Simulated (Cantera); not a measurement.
An isothermal, constant-pressure homogeneous reactor starts with 0.964 % CH₄, 87.6 % H₂, 11.4 % H, at 1423 K and 90.0 Torr.

Cantera simulation using GRI-Mech 3.0 (53 species, 325 reactions); the numbers are that mechanism's predictions, not measurements. GRI-Mech 3.0 stops at C3 and has no aromatics, soot or wall deposition, so with more carbon than oxygen in the feed, carbon stays in small species such as C2H2 where larger ones or solid carbon would form.

x: mole fraction; the columns are a selection and need not sum to one.

```json
[
 {"t (s)": "0.000100", "x CH₄": "0.00444", "x H₂": "0.953", "x H": "0.0392", "x CH₃": "…", "x C₂H": "7.86e-8", "x CH₂": "7.60e-6", "x C₂H₆": "1.77e-5"},
 {"t (s)": "0.000203", "x CH₄": "0.00456", "x H₂": "0.972", "x H": "0.0203", "x CH₃": "…", "x C₂H": "4.74e-8", "x CH₂": "6.43e-6", "x C₂H₆": "1.56e-5"},
 {"t (s)": "0.000412", "x CH₄": "0.00495", "x H₂": "0.983", "x H": "0.00891", "x CH₃": "…", "x C₂H": "2.19e-8", "x CH₂": "3.05e-6", "x C₂H₆": "1.17e-5"},
 {"t (s)": "0.000838", "x CH₄": "0.00530", "x H₂": "0.988", "x H": "0.00377", "x CH₃": "…", "x C₂H": "9.30e-9", "x CH₂": "8.47e-7", "x C₂H₆": "6.88e-6"},
 {"t (s)": "0.00170", "x CH₄": "0.00549", "x H₂": "0.990", "x H": "0.00164", "x CH₃": "…", "x C₂H": "4.05e-9", "x CH₂": "1.97e-7", "x C₂H₆": "3.63e-6"},
 {"t (s)": "0.00346", "x CH₄": "0.00558", "x H₂": "0.991", "x H": "0.000748", "x CH₃": "…", "x C₂H": "1.83e-9", "x CH₂": "4.45e-8", "x C₂H₆": "1.91e-6"},
 {"t (s)": "0.00702", "x CH₄": "0.00561", "x H₂": "0.992", "x H": "0.000351", "x CH₃": "…", "x C₂H": "8.56e-10", "x CH₂": "1.02e-8", "x C₂H₆": "1.06e-6"},
 {"t (s)": "0.0143", "x CH₄": "0.00563", "x H₂": "0.992", "x H": "0.000169", "x CH₃": "…", "x C₂H": "4.10e-10", "x CH₂": "2.41e-9", "x C₂H₆": "6.41e-7"},
 {"t (s)": "0.0289", "x CH₄": "0.00564", "x H₂": "0.992", "x H": "8.33e-5", "x CH₃": "…", "x C₂H": "2.02e-10", "x CH₂": "5.92e-10", "x C₂H₆": "4.29e-7"},
 {"t (s)": "0.0588", "x CH₄": "0.00565", "x H₂": "0.992", "x H": "4.34e-5", "x CH₃": "…", "x C₂H": "1.05e-10", "x CH₂": "1.62e-10", "x C₂H₆": "3.12e-7"},
 {"t (s)": "0.119", "x CH₄": "0.00565", "x H₂": "0.992", "x H": "2.63e-5", "x CH₃": "…", "x C₂H": "6.35e-11", "x CH₂": "5.96e-11", "x C₂H₆": "2.44e-7"},
 {"t (s)": "0.242", "x CH₄": "0.00566", "x H₂": "0.992", "x H": "2.10e-5", "x CH₃": "2.40e-6", "x C₂H": "5.07e-11", "x CH₂": "3.81e-11", "x C₂H₆": "2.18e-7"},
 {"t (s)": "0.492", "x CH₄": "0.00566", "x H₂": "0.992", "x H": "2.04e-5", "x CH₃": "2.33e-6", "x C₂H": "4.90e-11", "x CH₂": "3.58e-11", "x C₂H₆": "2.14e-7"},
 {"t (s)": "1.00", "x CH₄": "0.00568", "x H₂": "0.992", "x H": "2.03e-5", "x CH₃": "2.34e-6", "x C₂H": "4.88e-11", "x CH₂": "3.59e-11", "x C₂H₆": "2.14e-7"}
]
```

Question: What belongs in the gaps?

Answer: 
- 0.000100, x CH₃: 0.00205
- 0.000203, x CH₃: 0.00138
- 0.000412, x CH₃: 0.000780
- 0.000838, x CH₃: 0.000382
- 0.00170, x CH₃: 0.000178
- 0.00346, x CH₃: 8.35e-5
- 0.00702, x CH₃: 3.97e-5
- 0.0143, x CH₃: 1.92e-5
- 0.0289, x CH₃: 9.49e-6
- 0.0588, x CH₃: 4.95e-6
- 0.119, x CH₃: 3.01e-6
